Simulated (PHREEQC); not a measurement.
Solution (70 °C): 0.0011 mol/kgw KOH and 0.06 mol/kgw CuSO4. Closed to the air; pH follows from the charge balance.

The numbers come from PHREEQC with the ion-association model, phreeqc.dat.

This is a speciation only: nothing precipitates in the calculation.

Problem. Estimate the pH.

Solution. pH 4.46.

Problem. In which forms is S present?

Solution. SO4-2 53 %, CuSO4 46 % of the S.

At this temperature some constants are extrapolated from 25 °C, and those without enthalpy data are left unchanged.
